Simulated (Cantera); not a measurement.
Cantera run, input and output.

```python
import numpy as np
import cantera as ct

surf = ct.Interface("diamond.yaml", "diamond_100")
gas, bulk = surf.adjacent["gas"], surf.adjacent["diamond"]
k = surf.kinetics_species_index(bulk.species_names[0])
cover = ["c6HH", "c6H*", "c6*H", "c6**", "c6HM", "c6B"]

rows, drift = [], 0.0
print(f"{'P':>10s}{'um/h':>11s}" + "".join(f"{s:>11s}" for s in cover))
for v in [300, 610, 1200, 2500, 4900, 9900, 20000, 40000]:
    T, P, xH, xCH3 = 1275, v, 0.025, 0.00063
    gas.TPX = T, P, {"H": xH, "CH3": xCH3, "CH4": 0.006, "H2": 1 - xH - xCH3 - 0.006}
    surf.TP = bulk.TP = T, P
    surf.coverages = "c6H*:0.1, c6HH:0.9"
    surf.advance_coverages(100.0)
    before = surf.coverages
    surf.advance_coverages(100.0)
    drift = max(drift, np.max(np.abs(surf.coverages - before) / (surf.coverages + 1e-9)))
    rate = surf.net_production_rates[k] * bulk.mean_molecular_weight / bulk.density * 3.6e9
    rows.append([rate, *surf[cover].coverages])
    print(f"{v:10.4g}{rate:11.4e}" + "".join(f"{x:11.3e}" for x in rows[-1][1:]))
```

Result:

```
         P       um/h       c6HH       c6H*       c6*H       c6**       c6HM        c6B
       300 2.9737e-01  3.910e-01  4.660e-02  5.194e-01  4.231e-02  1.502e-04  8.069e-10
       610 7.4986e-01  3.909e-01  4.660e-02  5.193e-01  4.230e-02  2.993e-04  2.035e-09
      1200 1.9442e+00  3.907e-01  4.661e-02  5.190e-01  4.228e-02  5.597e-04  5.276e-09
      2500 5.8381e+00  3.904e-01  4.664e-02  5.184e-01  4.226e-02  1.045e-03  1.584e-08
      4900 1.6249e+01  3.900e-01  4.670e-02  5.176e-01  4.225e-02  1.713e-03  4.409e-08
      9900 4.5423e+01  3.894e-01  4.689e-02  5.165e-01  4.225e-02  2.581e-03  1.233e-07
     2e+04 1.1718e+02  3.889e-01  4.733e-02  5.150e-01  4.234e-02  3.448e-03  3.180e-07
     4e+04 2.7500e+02  3.883e-01  4.829e-02  5.131e-01  4.259e-02  4.141e-03  7.462e-07
```

Model: the Harris–Goodwin 1993 mechanism for the reconstructed diamond (100) surface, integrated in Cantera.
